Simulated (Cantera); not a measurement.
A Cantera script and what it prints.

```python
import numpy as np
import cantera as ct

gas_names = """
    H2 C2H2,acetylene
""".split()
cond_names = """
    TaC(s) TaC(L) Ta(cr) Ta(L)
""".split()


# ... load() reads the species with a 1 bar reference pressure and builds the phases ...
species = {s.name: s for s in load("nasa_gas.yaml", gas_names) + load("nasa_condensed.yaml", cond_names)}
# Each term lists the table entries of one substance; the one whose range holds T is used.
reactions = {
    '2 TaC + H2(g) = 2 Ta + C2H2(g)':
        [(-2, ['TaC(s)', 'TaC(L)']), (-1, ['H2']), (2, ['Ta(cr)', 'Ta(L)']), (1, ['C2H2,acetylene'])],
}


def pick(names, T):
    return next(species[n] for n in names if species[n].thermo.min_temp <= T <= species[n].thermo.max_temp)


results = []
for label, terms in reactions.items():
    print(label)
    print("     T/K   dH/kJ  dS/(J/K)   dG/kJ   log10 K")
    for T in [300, 2050, 2200, 2350, 2500, 2650, 2800, 2950]:
        used = [(nu, pick(names, T)) for nu, names in terms]
        dH = sum(nu * s.thermo.h(T) for nu, s in used) / 1e6
        dS = sum(nu * s.thermo.s(T) for nu, s in used) / 1e3
        dG = dH - T * dS / 1e3
        logK = -dG * 1e6 / (ct.gas_constant * T * np.log(10))
        results.append((label, T, dH, dS, dG, logK, [s.name for _, s in used]))
        print(f"{T:8g} {dH:8.1f} {dS:8.1f} {dG:8.1f} {logK:8.2f}")
```

Result:

```
2 TaC + H2(g) = 2 Ta + C2H2(g)
     T/K   dH/kJ  dS/(J/K)   dG/kJ   log10 K
     300    516.4     68.4    495.9   -86.34
    2050    500.6     50.5    397.2   -10.12
    2200    499.2     49.8    389.7    -9.25
    2350    497.8     49.2    382.2    -8.50
    2500    496.4     48.6    374.9    -7.83
    2650    495.1     48.1    367.7    -7.25
    2800    493.9     47.7    360.5    -6.72
    2950    492.9     47.3    353.4    -6.26
```

Standard-state values (1 bar) from the NASA 1993 polynomials, evaluated with Cantera. TaC: taken at fixed stoichiometry. Condensed species are held in their standard states even where they would react or evaporate.
